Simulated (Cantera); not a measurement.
# Thermodynamics of silicon epitaxy and polysilicon growth, feed SiCl₄ + Cl₂ + H₂

A closed system holds: 1 mol SiCl₄, 0.0055 mol Cl₂, a varied amount of H₂, at 952 °C and 100 Torr.

Method: chemical equilibrium by Gibbs-energy minimisation in Cantera with the NASA 1993 tables (ideal gas, pure condensed phases). Candidate condensed phases: Si; 19 gas species. The tables' values for SiCl₃ are old estimates; treat these amounts as uncertain. Rates play no part.

```json
[
 {"n(H₂) (mol)": "33", "x H₂": "0.929", "x HCl": "0.0485", "x SiCl₄": "0.00811", "x SiCl₂": "0.00619", "n Si(s)": "0.239"},
 {"n(H₂) (mol)": "86", "x H₂": "0.964", "x HCl": "0.0306", "x SiCl₄": "0.00119", "x SiCl₂": "0.00237", "n Si(s)": "0.519"},
 {"n(H₂) (mol)": "140", "x H₂": "0.975", "x HCl": "0.0223", "x SiCl₄": "0.000327", "x SiCl₂": "0.00124", "n Si(s)": "0.670"},
 {"n(H₂) (mol)": "190", "x H₂": "0.981", "x HCl": "0.0177", "x SiCl₄": "0.000129", "x SiCl₂": "0.000780", "n Si(s)": "0.751"},
 {"n(H₂) (mol)": "250", "x H₂": "0.985", "x HCl": "0.0141", "x SiCl₄": "5.20e-5", "x SiCl₂": "0.000495", "n Si(s)": "0.810"},
 {"n(H₂) (mol)": "300", "x H₂": "0.987", "x HCl": "0.0121", "x SiCl₄": "2.76e-5", "x SiCl₂": "0.000361", "n Si(s)": "0.843"},
 {"n(H₂) (mol)": "350", "x H₂": "0.989", "x HCl": "0.0105", "x SiCl₄": "1.59e-5", "x SiCl₂": "0.000274", "n Si(s)": "0.866"},
 {"n(H₂) (mol)": "410", "x H₂": "0.991", "x HCl": "0.00913", "x SiCl₄": "8.91e-6", "x SiCl₂": "0.000205", "n Si(s)": "0.887"}
]
```
x: gas mole fraction; n: condensed amount in mol.

From 33 mol H₂ to 410 mol H₂ the condensed part is Si(s). The main Si-bearing gas is SiCl₄ at 33 mol H₂ and SiCl₂ at 410 mol H₂. The share of Si in condensed phases is highest at 410 mol H₂ (88.7 %) and lowest at 33 mol H₂ (23.9 %).
